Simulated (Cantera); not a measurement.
Counterflow diffusion flame

A counterflow diffusion flame at 64000 Pa, nozzles 20 mm apart: fuel side CH4 : CO : N2 = 1 : 0.53 : 0.84 (molar parts) at 375 K, oxidiser side O2 : N2 = 0.27 : 0.73 (molar parts) at 448 K, fuel mass flux 0.93 times the oxidiser's; mixture-averaged transport, no radiation.

Model: GRI-Mech 3.0 (53 species, 325 reactions), integrated in Cantera. GRI-Mech 3.0 has no aromatics or soot, which form on the fuel side of real flames. The maximum strain rate includes the flame's own expansion and is several times the mean.

```tsv
oxidiser flux (kg/m²/s)	max strain (1/s)	mean strain (1/s)	T max (K)	peak x OH	peak x H	peak x NO	peak x CO	peak x C2H2
0.16	167	31.8	2166	0.0108	0.00579	0.000336	0.224	0.0101
0.23	228	45.7	2148	0.0107	0.00610	0.000305	0.224	0.00972
0.32	306	63.6	2134	0.0107	0.00641	0.000279	0.224	0.00949
0.45	415	89.4	2117	0.0105	0.00669	0.000249	0.224	0.00914
0.63	563	125	2098	0.0103	0.00693	0.000216	0.224	0.00870
0.88	765	175	2079	0.0100	0.00713	0.000182	0.224	0.00817
1.2	1020	238	2059	0.00970	0.00726	0.000150	0.224	0.00757
1.8	1480	358	2025	0.00905	0.00721	0.000107	0.224	0.00647
2.5	2010	497	1989	0.00830	0.00693	7.23e-5	0.224	0.00527
3.5	2740	695	1933	0.00709	0.00615	3.81e-5	0.224	0.00361
```
x: mole fraction; the columns are a selection and need not sum to one.
